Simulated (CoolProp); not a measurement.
Values from CoolProp's reference Helmholtz-energy equation of state, Beckmüller 2019.

### Question
Give the vapour pressure (MPa), enthalpy of vaporisation (kJ/kg), vapour viscosity (µPa s), liquid conductivity (mW/(m K)) of saturated n-octane at 402.8, 411.8 K.

### Answer
```tsv
T (K)	p (MPa)	enthalpy of vaporisation (kJ/kg)	vapour viscosity (µPa s)	liquid conductivity (mW/(m K))
402.8	0.113	299	7.60	95.5
411.8	0.143	292	7.77	93.3
```

Viscosity comes from a separate model (Huber 2004). Thermal conductivity comes from a separate model (Huber 2005).
